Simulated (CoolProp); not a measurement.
R1132(E) along the isotherm 270.5 K: fugacity coefficient from the reference equation and from simpler models built on Tc = 348.8 K, pc = 5.174 MPa, ω = 0.245; each cubic takes its own stable root.

Model: reference Helmholtz-energy equation of state, Akasaka 2024, in CoolProp.

```json
[
 {"p (MPa)": "0.542", "phase": "gas", "reference": "0.9144"},
 {"p (MPa)": "1.08", "phase": "liquid", "reference": "0.6186"},
 {"p (MPa)": "1.62", "phase": "liquid", "reference": "0.4187"},
 {"p (MPa)": "2.17", "phase": "liquid", "reference": "0.3175"},
 {"p (MPa)": "2.71", "phase": "liquid", "reference": "0.2581"},
 {"p (MPa)": "3.25", "phase": "liquid", "reference": "0.2185"},
 {"p (MPa)": "3.79", "phase": "liquid", "reference": "0.1902"},
 {"p (MPa)": "4.33", "phase": "liquid", "reference": "0.1690"},
 {"p (MPa)": "4.88", "phase": "liquid", "reference": "0.1523"},
 {"p (MPa)": "5.42", "phase": "liquid", "reference": "0.1392"},
 {"p (MPa)": "5.96", "phase": "liquid", "reference": "0.1285"},
 {"p (MPa)": "6.5", "phase": "liquid", "reference": "0.1196"}
]
```

How far does each simpler model (Redlich-Kwong, Soave-Redlich-Kwong, Peng-Robinson) lie from the reference over these 12 states: mean and median of the absolute difference, and the worst?


- Redlich-Kwong: mean 30.7 %, median 33.2 %, worst +34.9 % at 270.5 K and 6.5 MPa
- Soave-Redlich-Kwong: mean 2.5 %, median 2.6 %, worst +3.4 % at 270.5 K and 6.5 MPa
- Peng-Robinson: mean 0.2 %, median 0.2 %, worst -0.3 % at 270.5 K and 6.5 MPa
